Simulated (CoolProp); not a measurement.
Model: reference Helmholtz-energy equation of state, Thol 2021, in CoolProp.

Task: Give the vapour pressure (MPa), liquid density (kg/m³), vapour density (kg/m³), enthalpy of vaporisation (kJ/kg) of saturated chlorine at 277.9, 305.9, 315.2 K.

Result: 
| T (K) | p (MPa) | liquid density (kg/m³) | vapour density (kg/m³) | enthalpy of vaporisation (kJ/kg) |
|---|---|---|---|---|
| 277.9 | 0.429 | 1450 | 14.2 | 263 |
| 305.9 | 0.952 | 1370 | 30.2 | 242 |
| 315.2 | 1.20 | 1340 | 37.9 | 234 |
